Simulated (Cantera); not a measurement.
A perfectly stirred reactor is fed with CH4 : H2O = 1 : 3.5 (molar parts), at 310000 Pa; it is held at 1348 K, and followed from long to short residence time.

Computed with Cantera and GRI-Mech 3.0 (53 species, 325 reactions).

### Question
What does this change do: CH4 1 to 2.2 parts?

### Answer
| quantity | before | after |
|---|---|---|
| x(CH4) at τ = 0.380 s | 0.211 | 0.366 |
| x(H2O) at τ = 0.380 s | 0.772 | 0.607 |
| x(C2H6) at τ = 0.380 s | 0.000315 | 0.000533 |
| x(HCO) at τ = 0.380 s | 5.38e-12 | 4.79e-12 |
| x(CO2) at τ = 0.380 s | 1.82e-5 | 9.39e-6 |
| x(CH4) at τ = 24.0 ms | 0.222 | 0.385 |
| x(H2O) at τ = 24.0 ms | 0.778 | 0.614 |
| x(C2H6) at τ = 24.0 ms | 0.000185 | 0.000316 |
| x(HCO) at τ = 24.0 ms | 1.19e-12 | 1.14e-12 |
| x(CO2) at τ = 24.0 ms | 9.16e-9 | 4.43e-9 |

### Question
What does this change do: pressure from 310000 Pa to 420000 Pa?

### Answer
| quantity | before | after |
|---|---|---|
| x(CH4) at τ = 0.380 s | 0.211 | 0.210 |
| x(H2O) at τ = 0.380 s | 0.772 | 0.771 |
| x(C2H6) at τ = 0.380 s | 0.000315 | 0.000304 |
| x(HCO) at τ = 0.380 s | 5.38e-12 | 4.69e-12 |
| x(CO2) at τ = 0.380 s | 1.82e-5 | 2.57e-5 |
| x(CH4) at τ = 24.0 ms | 0.222 | 0.221 |
| x(H2O) at τ = 24.0 ms | 0.778 | 0.778 |
| x(C2H6) at τ = 24.0 ms | 0.000185 | 0.000198 |
| x(HCO) at τ = 24.0 ms | 1.19e-12 | 1.20e-12 |
| x(CO2) at τ = 24.0 ms | 9.16e-9 | 1.50e-8 |
